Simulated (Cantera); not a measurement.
Input: 1 mol TiC, 0.2 mol C, a varied amount of H2, at 2573 K and 1 atm.

These are equilibrium values from Cantera (NASA tables, ideal gas, pure condensed phases), not measurements of a reactor. Candidate condensed phases: C, C6H6, C7H8, C8H18, Ti, TiC; 77 gas species. TiC: taken at fixed stoichiometry. Equilibrium is a limit: real reactors are often held back by kinetics, nucleation or transport.

Question: Which condensed phases are stable at each of these points (n(H2) (mol)): 0.031, 0.064, 0.13, 0.26, 0.54, 1.1, 2.2, 4.5, 9.2?

Answer: 
```json
[
 {"n(H2) (mol)": "0.031", "condensed phases": "C(graphite) + TiC(s)", "Ti condensed (%)": "100.0"},
 {"n(H2) (mol)": "0.064", "condensed phases": "C(graphite) + TiC(s)", "Ti condensed (%)": "100.0"},
 {"n(H2) (mol)": "0.13", "condensed phases": "C(graphite) + TiC(s)", "Ti condensed (%)": "100.0"},
 {"n(H2) (mol)": "0.26", "condensed phases": "C(graphite) + TiC(s)", "Ti condensed (%)": "100.0"},
 {"n(H2) (mol)": "0.54", "condensed phases": "C(graphite) + TiC(s)", "Ti condensed (%)": "100.0"},
 {"n(H2) (mol)": "1.1", "condensed phases": "C(graphite) + TiC(s)", "Ti condensed (%)": "100.0"},
 {"n(H2) (mol)": "2.2", "condensed phases": "C(graphite) + TiC(s)", "Ti condensed (%)": "100.0"},
 {"n(H2) (mol)": "4.5", "condensed phases": "C(graphite) + TiC(s)", "Ti condensed (%)": "100.0"},
 {"n(H2) (mol)": "9.2", "condensed phases": "TiC(s)", "Ti condensed (%)": "100.0"}
]
```

From 0.031 mol H2 to 4.5 mol H2 the condensed part is C(graphite) + TiC(s). At 9.2 mol H2 the condensed part is TiC(s).
